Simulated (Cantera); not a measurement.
A perfectly stirred reactor is fed with NH3 : N2 = 1 : 7.3 (molar parts), at 100000 Pa; it is held at 1975 K, and followed from long to short residence time.

Detailed kinetics in Cantera: the gas-phase N/H chemistry of the illustrative SiF4/NH3 mechanism in the Surface Chemkin manual (1991). Walls and surfaces, which speed up NH3 decomposition in real reactors, are not modelled.

Problem. What does this change do: temperature 1975 to 2375 K?

Solution. 
```json
[
 {"quantity": "x(NH3) at τ = 3.90 s", "before": "0.00259", "after": "3.99e-5"},
 {"quantity": "x(N2H4) at τ = 3.90 s", "before": "1.89e-10", "after": "<1e-12"},
 {"quantity": "x(N2H2) at τ = 3.90 s", "before": "5.13e-9", "after": "2.57e-10"},
 {"quantity": "x(H2) at τ = 3.90 s", "before": "0.158", "after": "0.158"},
 {"quantity": "x(N) at τ = 3.90 s", "before": "4.25e-7", "after": "4.26e-6"},
 {"quantity": "x(NH3) at τ = 83.0 ms", "before": "0.0481", "after": "0.00134"},
 {"quantity": "x(N2H4) at τ = 83.0 ms", "before": "1.39e-8", "after": "1.50e-10"},
 {"quantity": "x(N2H2) at τ = 83.0 ms", "before": "1.92e-7", "after": "2.37e-8"},
 {"quantity": "x(H2) at τ = 83.0 ms", "before": "0.0967", "after": "0.158"},
 {"quantity": "x(N) at τ = 83.0 ms", "before": "6.23e-7", "after": "1.08e-5"}
]
```

Problem. What does this change do: temperature 1975 to 1900 K?

Solution. 
| quantity | before | after |
|---|---|---|
| x(NH3) at τ = 3.90 s | 0.00259 | 0.00605 |
| x(N2H4) at τ = 3.90 s | 1.89e-10 | 5.67e-10 |
| x(N2H2) at τ = 3.90 s | 5.13e-9 | 8.89e-9 |
| x(H2) at τ = 3.90 s | 0.158 | 0.153 |
| x(N) at τ = 3.90 s | 4.25e-7 | 2.32e-7 |
| x(NH3) at τ = 83.0 ms | 0.0481 | 0.0724 |
| x(N2H4) at τ = 83.0 ms | 1.39e-8 | 2.33e-8 |
| x(N2H2) at τ = 83.0 ms | 1.92e-7 | 2.14e-7 |
| x(H2) at τ = 83.0 ms | 0.0967 | 0.0642 |
| x(N) at τ = 83.0 ms | 6.23e-7 | 3.01e-7 |
